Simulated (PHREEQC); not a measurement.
Dissolve 0.0019 mol/kgw K2SiO3 and 0.0003 mol/kgw Na2S at 65 °C. Closed to the air; pH follows from the charge balance.

The numbers come from PHREEQC with the ion-association model, phreeqc.dat.

This is a speciation only: nothing precipitates in the calculation.

**Question.** Order these Si species by the share of Si that they hold, largest first: H4SiO4, H3SiO4-, H2SiO4-2.

**Answer.** H3SiO4- (88 %), H4SiO4 (11 %), H2SiO4-2 (1.0 %)

The pH is 10.24 and the ionic strength 0.00443 mol/kgw. Complexes and solids missing from the database can't appear. At this temperature some constants are extrapolated from 25 °C, and those without enthalpy data are left unchanged.
